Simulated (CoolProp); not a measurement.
Toluene at 331.04 K and 0.0101 MPa flows at 0.76 m/s in a round tube of 10 mm bore and 45 µm roughness, fully developed (64/Re and Nu = 3.66 if laminar; Colebrook and Gnielinski if turbulent). Each further row changes one setting.

Values from CoolProp's reference Helmholtz-energy equation of state, Lemmon 2006. It is a short technical equation, of lower accuracy than the large ones.

```
case               Reynolds number  Darcy friction factor  pressure drop (Pa/m)  heat-transfer coefficient (W/(m² K))  mass flow (kg/h)
-----------------  ---------------  ---------------------  --------------------  ------------------------------------  ----------------
as stated                      336                  0.190                  1.87                                  4.86            0.0731
velocity 1.52 m/s              673                 0.0951                  3.74                                  4.86             0.146
diameter 20 mm                 673                 0.0951                 0.468                                  2.43             0.293
```

Viscosity comes from a separate model (Avgeri 2015). Thermal conductivity comes from a separate model (Assael 2012).
